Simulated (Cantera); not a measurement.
Input: 1 mol CaCl₂, 10 mol H₂, equilibrated at 57.8 Torr.

Method: chemical equilibrium by Gibbs-energy minimisation in Cantera with the NASA 1993 tables (ideal gas, pure condensed phases). Candidate condensed phases: Ca, CaCl₂; 9 gas species. Equilibrium is a limit: real reactors are often held back by kinetics, nucleation or transport.

**Question.** Which condensed phases are stable at each of these points (T (K)): 773, 848, 923, 998, 1073, 1148, 1223, 1298, 1373, 1448, 1523, 1598, 1673?

**Answer.** 
```csv
T (K),condensed phases,Ca condensed (%)
773,CaCl₂(s),100.0
848,CaCl₂(s),100.0
923,CaCl₂(s),100.0
998,CaCl₂(s),100.0
1073,CaCl₂(l),100.0
1148,CaCl₂(l),100.0
1223,CaCl₂(l),99.8
1298,CaCl₂(l),99.3
1373,CaCl₂(l),97.1
1448,CaCl₂(l),90.2
1523,CaCl₂(l),70.7
1598,CaCl₂(l),18.8
1673,gas only,0.0
```

From 773 K to 998 K the condensed part is CaCl₂(s). From 1073 K to 1598 K the condensed part is CaCl₂(l). At 1673 K nothing is condensed.
